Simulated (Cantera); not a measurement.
Charge: 1 mol TEOS, 0.94 mol O2, held at 2075 K and 8.00 Pa.

Cantera equilibrium calculation (NASA polynomials, part measured and part estimated; ideal gas, pure solids and liquids). Candidate condensed phases: C, C6H6, C7H8, C8H18, H2O, Si, SiC, SiO2; 123 gas species. The feed counts by its element totals alone. The numbers say what is thermodynamically allowed, not how fast it happens.

Base state: H2 0.437, CO 0.313, H 0.197, Si 0.0471, SiC2 0.00273, SiO 0.00178, Si2C 0.000902, C2H2 (acetylene) 0.000542 (mole fractions); condensed: C(graphite).

Task: What changes in the equilibrium state with this change: TEOS replaced by SiF4?

Result: 
| species | before | after |
|---|---|---|
| SiF4 | 0 | 0.451 |
| O2 | <1e-9 | 0.400 |
| O | <1e-9 | 0.0824 |
| H2 | 0.437 | 0 |
| CO | 0.313 | 0 |
| H | 0.197 | 0 |
| Si | 0.0471 | <1e-9 |
| F | 0 | 0.0449 |
| SiF3 | 0 | 0.0145 |
| SiC2 | 0.00273 | 0 |
| Si2C | 0.000902 | 0 |
| C2H2 (acetylene) | 0.000542 | 0 |
| SiO2 | <1e-9 | 0.000326 |
| SiH | 0.000159 | 0 |
| C(graphite), mol | 2.01 | 0 |
The tables' values for SiF3, SiO2, SiF2 are old estimates; treat these amounts as uncertain.
